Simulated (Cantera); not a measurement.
A Cantera script and what it prints.

```python
import numpy as np
import cantera as ct

gas_names = """
    NO2 N
""".split()
cond_names = """
    Ti3O5(a) Ti3O5(b) Ti3O5(L) Ti4O7(s) Ti4O7(L)
""".split()


# ... load() reads the species with a 1 bar reference pressure and builds the phases ...
species = {s.name: s for s in load("nasa_gas.yaml", gas_names) + load("nasa_condensed.yaml", cond_names)}
# Each term lists the table entries of one substance; the one whose range holds T is used.
reactions = {
    '8 Ti3O5 + NO2(g) = 6 Ti4O7 + N(g)':
        [(-8, ['Ti3O5(a)', 'Ti3O5(b)', 'Ti3O5(L)']), (-1, ['NO2']), (6, ['Ti4O7(s)', 'Ti4O7(L)']), (1, ['N'])],
}


def pick(names, T):
    return next(species[n] for n in names if species[n].thermo.min_temp <= T <= species[n].thermo.max_temp)


results = []
for label, terms in reactions.items():
    print(label)
    print("     T/K   dH/kJ  dS/(J/K)   dG/kJ   log10 K")
    for T in [1850, 1900, 1950, 2000, 2050, 2100, 2150, 2200, 2250]:
        used = [(nu, pick(names, T)) for nu, names in terms]
        dH = sum(nu * s.thermo.h(T) for nu, s in used) / 1e6
        dS = sum(nu * s.thermo.s(T) for nu, s in used) / 1e3
        dG = dH - T * dS / 1e3
        logK = -dG * 1e6 / (ct.gas_constant * T * np.log(10))
        results.append((label, T, dH, dS, dG, logK, [s.name for _, s in used]))
        print(f"{T:8g} {dH:8.1f} {dS:8.1f} {dG:8.1f} {logK:8.2f}")
```

It prints:

```
8 Ti3O5 + NO2(g) = 6 Ti4O7 + N(g)
     T/K   dH/kJ  dS/(J/K)   dG/kJ   log10 K
    1850   -418.3   -133.8   -170.7     4.82
    1900   -426.8   -138.4   -163.9     4.51
    1950   -436.0   -143.2   -156.9     4.20
    2000    924.9    554.7   -184.6     4.82
    2050    929.2    556.9   -212.4     5.41
    2100   -441.7   -111.9   -206.7     5.14
    2150   -440.2   -111.2   -201.2     4.89
    2200   -438.8   -110.5   -195.6     4.64
    2250   -437.3   -109.9   -190.1     4.41
```

Source: NASA polynomial tables (part measured, part estimated), evaluated in Cantera. Condensed species are held in their standard states even where they would react or evaporate.
